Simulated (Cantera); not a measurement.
An adiabatic, constant-volume homogeneous reactor starts with CH4 : H2 : O2 : N2 : CO2 = 1 : 0.085 : 1.7 : 11.9 : 0.96 (molar parts), equivalence ratio 1.2, at 1175 K and 100000 Pa.

Model: GRI-Mech 3.0 (53 species, 325 reactions), integrated in Cantera.

x: mole fraction; the columns are a selection and need not sum to one.

```
t (s)     T (K)  P (bar)   x CH4     x H2     x O2    x CH2O     x HCO
--------  -----  -------  ------  -------  -------  --------  --------
2.00e-6    1175     1.00  0.0639  0.00543    0.109    <1e-12    <1e-12
8.60e-6    1175     1.00  0.0639  0.00543    0.109  4.16e-12    <1e-12
3.69e-5    1175     1.00  0.0639  0.00543    0.109  8.36e-11    <1e-12
0.000159   1175     1.00  0.0639  0.00543    0.109   1.70e-9    <1e-12
0.000682   1175    1.000  0.0639  0.00543    0.109   4.59e-8    <1e-12
0.00293    1175     1.00  0.0639  0.00543    0.109   4.01e-6  4.96e-12
0.0126     1177     1.00  0.0636  0.00538    0.108         …  2.40e-10
0.0541        …     1.10       …  0.00913        …         …         …
0.233      2400     2.09  <1e-12  0.00913  0.00107  2.91e-10   1.40e-8
1.00       2400     2.09  <1e-12  0.00913  0.00107  2.91e-10   1.40e-8
```

Some entries are withheld; supply them.


- 0.0126, x CH2O: 9.81e-5
- 0.0541, T (K): 1288
- 0.0541, x CH4: 0.0501
- 0.0541, x O2: 0.0970
- 0.0541, x CH2O: 0.00180
- 0.0541, x HCO: 1.95e-7
